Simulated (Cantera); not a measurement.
A Cantera script and its output.

```python
import numpy as np
import cantera as ct

gas = ct.Solution("gri30.yaml")
gas.TPX = 1098, 100000, {'CH4': 1, 'O2': 2.47, 'N2': 9.28}
reactor = ct.IdealGasReactor(gas, energy="on", clone=False)
net = ct.ReactorNet([reactor])
net.rtol, net.atol = 1e-08, 1e-16
show = ['CH4', 'O2', 'CH2O', 'NO', 'CH2', 'CH2CO', 'H2O']
times = np.geomspace(4e-06, 8, 16)

steps = ct.SolutionArray(gas, extra=["t"])
rows = []
print(f"{'t/s':>10s}{'T/K':>9s}{'P/Pa':>11s}" + "".join(f"{s:>11s}" for s in show))
for t in times:
    while net.time < t:
        t_next = net.step()
        steps.append(gas.state, t=t_next)
    rows.append([np.interp(t, steps.t, y) for y in (steps.T, steps.P, *steps(*show).X.T)])
    print(f"{t:10.3e}{rows[-1][0]:9.1f}{rows[-1][1]:11.4g}" + "".join(f"{x:11.3e}" for x in rows[-1][2:]))
rate = np.gradient(steps.T, steps.t)
print("integrator steps:", len(steps.t))
if steps.T.max() > steps.T[0] + 200:
    print(f"time of steepest temperature rise: {steps.t[rate.argmax()]:.4e} s")
gas.TPX = 1098, 100000, {'CH4': 1, 'O2': 2.47, 'N2': 9.28}
gas.equilibrate("UV")
print(f"equilibrium (UV): T = {gas.T:.1f} K  " + "  ".join(f"{s} {gas[s].X[0]:.3e}" for s in show))
```

Result:

```
       t/s      T/K       P/Pa        CH4         O2       CH2O         NO        CH2      CH2CO        H2O
 4.000e-06   1098.0      1e+05  7.843e-02  1.937e-01  3.350e-13  2.547e-25  8.170e-22  1.039e-31  4.496e-13
 1.052e-05   1098.0      1e+05  7.843e-02  1.937e-01  2.358e-12  1.867e-24  5.373e-21  3.567e-29  3.189e-12
 2.768e-05   1098.0      1e+05  7.843e-02  1.937e-01  1.653e-11  1.011e-23  3.543e-20  1.027e-26  2.013e-11
 7.282e-05   1098.0      1e+05  7.843e-02  1.937e-01  1.154e-10  5.744e-23  2.450e-19  1.955e-24  1.322e-10
 1.916e-04   1098.0      1e+05  7.843e-02  1.937e-01  8.142e-10  3.651e-22  1.792e-18  2.987e-22  9.232e-10
 5.040e-04   1098.0      1e+05  7.843e-02  1.937e-01  5.943e-09  2.555e-21  1.467e-17  4.615e-20  6.968e-09
 1.326e-03   1098.0      1e+05  7.843e-02  1.937e-01  4.748e-08  2.025e-20  1.540e-16  8.536e-18  5.945e-08
 3.488e-03   1098.0      1e+05  7.843e-02  1.937e-01  4.727e-07  2.082e-19  2.534e-15  2.866e-15  6.129e-07
 9.175e-03   1098.0      1e+05  7.842e-02  1.937e-01  4.906e-06  2.432e-18  2.546e-14  1.121e-12  6.141e-06
 2.414e-02   1098.3      1e+05  7.839e-02  1.937e-01  2.503e-05  1.443e-17  4.870e-14  5.612e-11  3.210e-05
 6.350e-02   1099.4  1.001e+05  7.823e-02  1.936e-01  1.061e-04  9.391e-17  1.539e-13  1.843e-09  1.585e-04
 1.670e-01   1121.1  1.021e+05  7.546e-02  1.914e-01  9.743e-04  1.037e-14  1.163e-11  1.041e-06  2.689e-03
 4.394e-01   2699.2  2.511e+05  3.098e-16  3.704e-02  1.247e-10  1.268e-02  2.055e-15  3.985e-18  1.377e-01
 1.156e+00   2699.2  2.511e+05  3.098e-16  3.704e-02  1.247e-10  1.268e-02  2.055e-15  3.985e-18  1.377e-01
 3.041e+00   2699.2  2.511e+05  3.098e-16  3.704e-02  1.247e-10  1.268e-02  2.055e-15  3.985e-18  1.377e-01
 8.000e+00   2699.2  2.511e+05  3.098e-16  3.704e-02  1.247e-10  1.268e-02  2.055e-15  3.985e-18  1.377e-01
integrator steps: 2426
time of steepest temperature rise: 1.8576e-01 s
equilibrium (UV): T = 2699.2 K  CH4 4.200e-16  O2 3.704e-02  CH2O 1.247e-10  NO 1.268e-02  CH2 2.406e-15  CH2CO 4.524e-18  H2O 1.377e-01
```

Model: GRI-Mech 3.0 (53 species, 325 reactions), integrated in Cantera.
